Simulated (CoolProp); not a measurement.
Vapour-liquid equilibrium of n-hexane (1) + m-xylene (2) at 290.6 K; x and y are mole fractions of (1).

Model: multi-fluid Helmholtz-energy mixture model, Thol 2019 and Zhou 2012; pair parameters Bell 2016, in CoolProp.

| x | bubble pressure, mixture model (bar) | bubble pressure, Raoult's law (bar) | y, mixture model | y, Raoult's law |
|---|---|---|---|---|
| 0.05 | 0.01470 | 0.01396 | 0.540 | 0.515 |
| 0.125 | 0.02765 | 0.02421 | 0.776 | 0.743 |
| 0.2 | 0.04159 | 0.03446 | 0.865 | 0.835 |
| 0.275 | 0.05554 | 0.04471 | 0.909 | 0.885 |
| 0.35 | 0.06872 | 0.05496 | 0.934 | 0.916 |
| 0.425 | 0.08064 | 0.06522 | 0.949 | 0.937 |
| 0.5 | 0.09111 | 0.07547 | 0.960 | 0.953 |
| 0.575 | 0.1002 | 0.08572 | 0.968 | 0.965 |
| 0.65 | 0.1082 | 0.09597 | 0.974 | 0.974 |
| 0.725 | 0.1154 | 0.1062 | 0.979 | 0.982 |
| 0.8 | 0.1224 | 0.1165 | 0.984 | 0.988 |
| 0.875 | 0.1296 | 0.1267 | 0.989 | 0.993 |
| 0.95 | 0.1377 | 0.1370 | 0.995 | 0.997 |

The largest gap from Raoult's law is +25.0 % in bubble pressure, at x = 0.35. No azeotrope shows between x = 0.05 and 0.95.

The pair parameters rest on a limited set of measurements; away from them the model extrapolates.
